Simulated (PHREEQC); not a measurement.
A solution holds 0.12 mol MnSO4, 0.15 mol NiCl2, 0.0033 mol H2SO4 and 0.27 mol Na2SO4 per kg of water, at 55 °C. Closed to the air; pH follows from the charge balance.

All values are PHREEQC results (ion-association model, wateq4f.dat), not measurements.

```json
[
 {"quantity": "pH", "before": "3.15", "after": "2.85"},
 {"quantity": "ionic strength (mol/kgw)", "before": "0.963", "after": "0.964"},
 {"quantity": "Na+ (mol/kgw)", "before": "0.467", "after": "0.467"},
 {"quantity": "Cl- (mol/kgw)", "before": "0.273", "after": "0.273"},
 {"quantity": "SO4-2 (mol/kgw)", "before": "0.169", "after": "0.168"},
 {"quantity": "NiSO4 (mol/kgw)", "before": "0.0866", "after": "0.0864"},
 {"quantity": "SI of Morenosite (NiSO4:7H2O)", "before": "-1.26", "after": "-1.26"},
 {"quantity": "SI of Mirabilite (Na2SO4:10H2O)", "before": "-2.84", "after": "-2.85"}
]
```

Q: Which change was made?
(A) H2SO4 from 0.0033 to 0.00066 mol/kgw
(B) 0.011 mol/kgw HCl added
(C) MnSO4 from 0.12 to 0.012 mol/kgw
(D) MnSO4 left out
(E) H2SO4 from 0.0033 to 0.0066 mol/kgw

A: E, H2SO4 from 0.0033 to 0.0066 mol/kgw

No solid was allowed to form. The ionic strength passes 0.7 mol/kgw, the rough limit of the ion-association models, in every such run. At this temperature some constants are extrapolated from 25 °C, and those without enthalpy data are left unchanged.
